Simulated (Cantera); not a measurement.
Cantera with NASA thermochemical tables; ideal gases at 1 bar, condensed phases pure. Values are per mole of reaction as written; species without (g) are pure solids or liquids, kept so even where they would boil at 1 bar.

Nb2O5 + 5 N(g) = 5 NO(g) + 2 Nb

```tsv
T (K)	ΔH° (kJ)	ΔS° (J/K)	ΔG° (kJ)	log10 K	condensed phases
2223	-228.8	52.6	-345.7	8.12	Nb2O5(l), Nb(s)
2323	-237.7	48.7	-350.8	7.89	Nb2O5(l), Nb(s)
2423	-246.3	45.1	-355.5	7.66	Nb2O5(l), Nb(s)
2523	?	?	?	?	Nb2O5(l), Nb(s)
2623	-262.6	38.6	-363.8	7.24	Nb2O5(l), Nb(s)
2723	-270.2	35.7	-367.5	7.05	Nb2O5(l), Nb(s)
2823	-225.1	52.2	-372.4	6.89	Nb2O5(l), Nb(l)
2923	?	?	?	?	Nb2O5(l), Nb(l)
```

Complete the blanks.


- 2523, ΔH° (kJ): -254.6
- 2523, ΔS° (J/K): 41.7
- 2523, ΔG° (kJ): -359.8
- 2523, log10 K: 7.45
- 2923, ΔH° (kJ): -234.3
- 2923, ΔS° (J/K): 49.0
- 2923, ΔG° (kJ): -377.4
- 2923, log10 K: 6.74
